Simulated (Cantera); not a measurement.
A closed system holds: 1 mol SiC, 0.024 mol O2, 78 mol H2, equilibrated at 86.0 Pa.

Equilibrium computed with Cantera from the NASA thermochemical tables; the gas is ideal and each condensed phase is pure. Candidate condensed phases: C, C6H6, C7H8, C8H18, H2O, Si, SiC, SiO2; 123 gas species. Mutual solubility and eutectic melting of coexisting phases are not modelled. The tables hold silica as quartz up to 1696 K and as liquid above; real silica turns to tridymite and cristobalite and melts near 1996 K. Gases not in the tables: Si2H6 and higher silanes. Equilibrium is a limit: real reactors are often held back by kinetics, nucleation or transport.

**Question.** Which condensed phases are stable at each of these points (T (K)): 900, 1000, 1100, 1200, 1300, 1400, 1500, 1600, 1700, 1800, 1900, 2000, 2100?

**Answer.** 
```json
[
 {"T (K)": "900", "condensed phases": "C(graphite) + SiC(s) + SiO2(β-quartz)", "Si condensed (%)": "100.0"},
 {"T (K)": "1000", "condensed phases": "C(graphite) + SiC(s) + SiO2(β-quartz)", "Si condensed (%)": "100.0"},
 {"T (K)": "1100", "condensed phases": "SiC(s) + SiO2(β-quartz)", "Si condensed (%)": "100.0"},
 {"T (K)": "1200", "condensed phases": "SiC(s) + SiO2(β-quartz)", "Si condensed (%)": "98.7"},
 {"T (K)": "1300", "condensed phases": "SiC(s)", "Si condensed (%)": "97.6"},
 {"T (K)": "1400", "condensed phases": "SiC(s)", "Si condensed (%)": "97.6"},
 {"T (K)": "1500", "condensed phases": "SiC(s)", "Si condensed (%)": "97.6"},
 {"T (K)": "1600", "condensed phases": "SiC(s)", "Si condensed (%)": "97.5"},
 {"T (K)": "1700", "condensed phases": "SiC(s)", "Si condensed (%)": "97.0"},
 {"T (K)": "1800", "condensed phases": "SiC(s)", "Si condensed (%)": "95.6"},
 {"T (K)": "1900", "condensed phases": "SiC(s)", "Si condensed (%)": "92.6"},
 {"T (K)": "2000", "condensed phases": "C(graphite) + SiC(s)", "Si condensed (%)": "75.0"},
 {"T (K)": "2100", "condensed phases": "C(graphite)", "Si condensed (%)": "0.0"}
]
```

From 900 K to 1000 K the condensed part is C(graphite) + SiC(s) + SiO2(β-quartz). From 1100 K to 1200 K the condensed part is SiC(s) + SiO2(β-quartz). From 1300 K to 1900 K the condensed part is SiC(s). At 2000 K the condensed part is C(graphite) + SiC(s). At 2100 K the condensed part is C(graphite).
